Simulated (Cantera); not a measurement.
Feed: 1 mol Si, 0.78 mol HCl, 9 mol H₂, equilibrated at 100 Torr.

Equilibrium computed with Cantera from the NASA thermochemical tables; the gas is ideal and each condensed phase is pure. Candidate condensed phases: Si; 19 gas species. Gases not in the tables: Si₂H₆ and higher silanes. Kinetics and transport are ignored.

Problem. Which condensed phases are stable at each of these points (T (K)): 500, 600, 700, 800, 900, 1000, 1100, 1200, 1300, 1400, 1500, 1600, 1700?

Solution. 
```tsv
T (K)	condensed phases	Si condensed (%)
500	Si(s)	78.1
600	Si(s)	78.2
700	Si(s)	78.3
800	Si(s)	78.6
900	Si(s)	79.5
1000	Si(s)	81.2
1100	Si(s)	83.8
1200	Si(s)	86.6
1300	Si(s)	88.3
1400	Si(s)	88.8
1500	Si(s)	88.7
1600	Si(s)	88.4
1700	Si(l)	88.2
```

From 500 K to 1600 K the condensed part is Si(s). At 1700 K the condensed part is Si(l).
